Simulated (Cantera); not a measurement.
A closed system holds: 1 mol TEOS, 7.5 mol NO, 19 mol N2, at 1627 °C and 12.0 mbar.

Cantera equilibrium calculation (NASA polynomials, part measured and part estimated; ideal gas, pure solids and liquids). Candidate condensed phases: C, C6H6, C7H8, C8H18, H2O, Si, SiC, SiO2, Si2N2O, Si3N4; 151 gas species. The feed counts by its element totals alone. The tables hold silica as quartz up to 1696 K and as liquid above; real silica turns to tridymite and cristobalite and melts near 1996 K. The numbers say what is thermodynamically allowed, not how fast it happens.

Base state: N2 0.554, H2 0.206, CO 0.187, H2O 0.0355, CO2 0.00765, SiO 0.00670, H 0.00329, OH 4.65e-5 (mole fractions); condensed: SiO2(condensed).

**Question.** What changes in the equilibrium state with this change: temperature from 1627 °C to 675 °C?

**Answer.** 
| species | before | after |
|---|---|---|
| N2 | 0.554 | 0.558 |
| H2 | 0.206 | 0.230 |
| CO | 0.187 | 0.175 |
| H2O | 0.0355 | 0.0155 |
| CO2 | 0.00765 | 0.0213 |
| SiO | 0.00670 | <1e-9 |
| H | 0.00329 | 2.31e-9 |
| OH | 4.65e-5 | <1e-9 |
| SiO2(condensed), mol | 0.724 | 0 |
| SiO2(β-quartz), mol | 0 | 1.00 |
